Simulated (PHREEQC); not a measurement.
Model water analysis in mmol/kgw, 35 °C, pH 2.8, pe 11.1:

```csv
constituent,mmol/kgw
Na,5.77
K,6.08
Ca,1.52
Mg,1.28
Cl,5.56
S(6),7.59
O(0) (counted as O atoms),0.0529
```

Valence states are taken as typed.

Model: ion-association model, phreeqc.dat, run in PHREEQC.

This is a speciation only: nothing precipitates in the calculation.

### Question
Predict the ionic strength, specific conductance.

### Answer
ionic strength 0.0255 mol/kgw; specific conductance 3170 µS/cm.

### Question
In which forms is K present?

### Answer
K+ 97 %, KSO4- 2.5 % of the K.
